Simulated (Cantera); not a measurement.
Charge: 1 mol B2O3, 0.88 mol NF3, 0.37 mol N2, at 0.0233 Torr.

These are equilibrium values from Cantera (NASA tables, ideal gas, pure condensed phases), not measurements of a reactor. Candidate condensed phases: B, BN, B2O3; 31 gas species. Rates play no part.

At 1350 °C, list the 6 most abundant gas species with their mole fractions, and the condensed phases.

BOF 0.484, N2 0.233, O2 0.188, BF3 0.0917, O 0.00148, NO 0.00110. Condensed: gas only.
